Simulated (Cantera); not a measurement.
An adiabatic, constant-volume homogeneous reactor starts with CO : H2 : O2 : N2 = 1 : 0.88 : 0.855 : 3.21 (molar parts), equivalence ratio 1.1, at 1375 K and 29.6 atm. Integrator tolerance rtol = 1e-08.

Detailed kinetics in Cantera: GRI-Mech 3.0 (53 species, 325 reactions). The hydrogen kinetics of GRI-Mech 3.0 are dated; newer H2 mechanisms differ, most at raised pressure. The pressure lies above the range GRI-Mech 3.0 was tuned for (to about 10 atm). Above 3000 K some thermodynamic fits are extrapolated.

### Question
What does this change do: O2 0.855 to 0.34 parts?

### Answer
| quantity | before | after |
|---|---|---|
| time of steepest temperature rise | 3.15 µs | 4.28 µs |
| temperature at 3.00 s | 3228 K | 2499 K |
| equilibrium temperature | 3228 K | 2499 K |
| x(CO) at 3.00 s | 0.0783 (gas-phase equilibrium 0.0783) | 0.162 (gas-phase equilibrium 0.162) |
| x(H2) at 3.00 s | 0.0128 (gas-phase equilibrium 0.0128) | 0.0738 (gas-phase equilibrium 0.0738) |
| x(O2) at 3.00 s | 0.0164 (gas-phase equilibrium 0.0164) | 1.24e-6 (gas-phase equilibrium 1.24e-6) |
| x(NO2) at 3.00 s | 1.67e-5 (gas-phase equilibrium 1.67e-5) | 7.71e-10 (gas-phase equilibrium 7.71e-10) |
| x(H2O) at 3.00 s | 0.142 (gas-phase equilibrium 0.142) | 0.0984 (gas-phase equilibrium 0.0984) |
| x(NO) at 3.00 s | 0.0151 (gas-phase equilibrium 0.0151) | 5.00e-5 (gas-phase equilibrium 5.00e-5) |
